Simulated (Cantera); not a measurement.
A perfectly stirred reactor is fed with 10.2 % CH4, 0.429 % H2, 18.8 % O2, 70.6 % N2, equivalence ratio 1.1, at 13.0 bar; it is adiabatic with a 723 K inlet, and is followed from long to short residence time, starting on the burning branch (τ in s: 0.047, 0.026, 0.015, 0.0084, 0.0047, 0.0027, 0.0015, 0.00084, 0.00048, 0.00027, 0.00015, 8.5e-05, 4.8e-05).

Detailed kinetics in Cantera: GRI-Mech 3.0 (53 species, 325 reactions). The pressure lies above the range GRI-Mech 3.0 was tuned for (to about 10 atm).

x: mole fraction; the columns are a selection and need not sum to one.

```
τ (s)    T (K)     x CH4    x H2      x O2   x H2O2    x CO    x C2H2
-------  -----  --------  ------  --------  -------  ------  --------
0.047     2509   1.09e-6  0.0120  0.000805  1.41e-7  0.0282  2.91e-10
0.026     2509   1.94e-6  0.0120  0.000836  1.45e-7  0.0282  8.06e-10
0.015     2508   3.26e-6  0.0120  0.000885  1.50e-7  0.0283   2.10e-9
0.0084    2507   5.56e-6  0.0121  0.000969  1.59e-7  0.0283   5.68e-9
0.0047    2504   9.26e-6  0.0121   0.00111  1.74e-7  0.0285   1.47e-8
0.0027    2501   1.47e-5  0.0123   0.00131  1.95e-7  0.0287   3.42e-8
0.0015    2495   2.34e-5  0.0124   0.00163  2.28e-7  0.0291   7.78e-8
0.00084   2486         …  0.0127         …        …  0.0297         …
0.00048   2474   5.40e-5  0.0131   0.00271  3.32e-7  0.0304   3.11e-7
0.00027   2459   8.13e-5  0.0136   0.00356  4.09e-7  0.0315   5.79e-7
0.00015   2438  0.000124  0.0143   0.00473  5.10e-7  0.0329   1.06e-6
8.5e-5    2412  0.000189  0.0151   0.00621  6.34e-7  0.0346   1.92e-6
4.8e-5    2381         …  0.0161         …        …  0.0368         …
```

Q: What belongs in the gaps?

A: 
- 0.00084, x CH4: 3.60e-5
- 0.00084, x O2: 0.00209
- 0.00084, x H2O2: 2.73e-7
- 0.00084, x C2H2: 1.62e-7
- 4.8e-5, x CH4: 0.000296
- 4.8e-5, x O2: 0.00818
- 4.8e-5, x H2O2: 7.92e-7
- 4.8e-5, x C2H2: 3.57e-6
